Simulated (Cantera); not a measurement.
Input (Python, Cantera) and output of one run.

```python
import numpy as np
import cantera as ct

gas_names = """
    H HNO HNO2 HNO3 HO2 H2 H2O H2O2 N NH NH2 NH3 NH2OH NO NO2 NO3 N2 N2H2 N2H4 N2O O OH O2 O3 Pb PbO Pb2
""".split()
cond_names = """
    H2O(s) H2O(L) Pb(cr) Pb(L) PbO(rd) PbO(yw) PbO(L) PbO2(s) Pb3O4(s)
""".split()


# ... load() reads the species with a 1 bar reference pressure and builds the phases ...
atoms = {
    'PbO': {'Pb': 1, 'O': 1},
    'H2': {'H': 2},
    'N2': {'N': 2},
}
top_T = {'Pb3O4(s)': 820}  # K; cautious upper limits of use, not melting points


# ... equilibrate(T, P, feed) seeds the gas with the atoms and calls Mixture.equilibrate('TP', solver="vcs", rtol=1e-11, max_steps=5000) ...
results = []
feed = {'PbO': 1, 'H2': 140, 'N2': 93}  # mol
T = 1348.15  # K
P = 490  # Pa
mix = equilibrate(T, P, feed)
results.append((T, P, feed, dict(zip(mix.species_names, mix.species_moles))))
x = sorted(zip(gas.X, gas.species_names), reverse=True)
print(f"T = {T:g} K  P = {P:g} Pa  gas = {mix.phase_moles(0):.4g} mol")
print("   x: " + "  ".join(f"{s} {v:.3e}" for v, s in x if v > 0.001))
print("   condensed (mol): " + ("  ".join(f"{mix.phase(i).name} {mix.phase_moles(i):.4g}"
      for i in range(1, mix.n_phases) if mix.phase_moles(i) > 1e-12) or "none"))
```

It prints:

```
T = 1348.15 K  P = 490 Pa  gas = 234 mol
   x: H2 5.940e-01  N2 3.974e-01  H2O 4.273e-03  Pb 4.273e-03
   condensed (mol): none
```

These are equilibrium values from Cantera (NASA tables, ideal gas, pure condensed phases), not measurements of a reactor.
